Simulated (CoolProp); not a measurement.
Properties of the fluoroketone C6F12O (FK-5-1-12) along the isobar 21.6 bar.

Values from CoolProp's reference Helmholtz-energy equation of state, McLinden 2015.

```tsv
T (°C)	phase	density (kg/m³)	cv (kJ/(kg K))	Joule-Thomson coefficient (K/MPa)	fugacity coefficient
46.25	liquid	1549	0.8990	-0.2124	0.04704
56.95	liquid	1515	0.9069	-0.1798	0.06631
67.65	liquid	1481	0.9156	-0.1404	0.09065
78.35	liquid	1444	0.9252	-0.09223	0.1205
89.05	liquid	1406	0.9355	-0.03228	0.1563
99.75	liquid	1365	0.9464	0.04407	0.1982
110.45	liquid	1322	0.9581	0.1444	0.2461
121.15	liquid	1274	0.9704	0.2822	0.2997
131.85	liquid	1222	0.9834	0.4831	0.3587
142.55	liquid	1161	0.9975	0.8037	0.4220
153.25	liquid	1087	1.013	1.397	0.4885
163.95	liquid	984.1	1.033	2.878	0.5563
174.65	supercritical	745.8	1.080	13.02	0.6211
185.35	supercritical	368.8	1.070	17.80	0.6656
196.05	supercritical	302.0	1.059	13.17	0.6975
```
